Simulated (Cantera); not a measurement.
A perfectly stirred reactor is fed with H₂ : O₂ : N₂ : H₂O = 1 : 1.02 : 3.84 : 0.51 (molar parts), equivalence ratio 0.49, at 1.58 atm; it is adiabatic with a 548 K inlet, and is followed from long to short residence time, starting on the burning branch (τ in s: 0.022, 0.011, 0.0055, 0.0027, 0.0014, 0.00068, 0.00034, 0.00017, 8.4e-05, 4.2e-05).

Detailed kinetics in Cantera: the H2/O2 subset of GRI-Mech 3.0, which has no nitrogen chemistry.

Predict: blow-out, bracketed by the residence times tried; x(H₂) at τ = 22.0 ms; x(O₂) at τ = 22.0 ms; x(H₂O) at τ = 22.0 ms; x(H₂O₂) at τ = 22.0 ms; x(HO₂) at τ = 22.0 ms; x(H₂) at τ = 0.680 ms; x(O₂) at τ = 0.680 ms; x(H₂O) at τ = 0.680 ms; x(H₂O₂) at τ = 0.680 ms; x(HO₂) at τ = 0.680 ms.


```
Property                                                                          Result
------------------------------------------------  --------------------------------------
blow-out, bracketed by the residence times tried  burning at 42.0 µs, the shortest tried
x(H₂) at τ = 22.0 ms                                                            0.000291
x(O₂) at τ = 22.0 ms                                                              0.0882
x(H₂O) at τ = 22.0 ms                                                              0.256
x(H₂O₂) at τ = 22.0 ms                                                           3.11e-7
x(HO₂) at τ = 22.0 ms                                                            4.66e-6
x(H₂) at τ = 0.680 ms                                                            0.00281
x(O₂) at τ = 0.680 ms                                                             0.0881
x(H₂O) at τ = 0.680 ms                                                             0.251
x(H₂O₂) at τ = 0.680 ms                                                          1.33e-6
x(HO₂) at τ = 0.680 ms                                                           3.45e-5
```
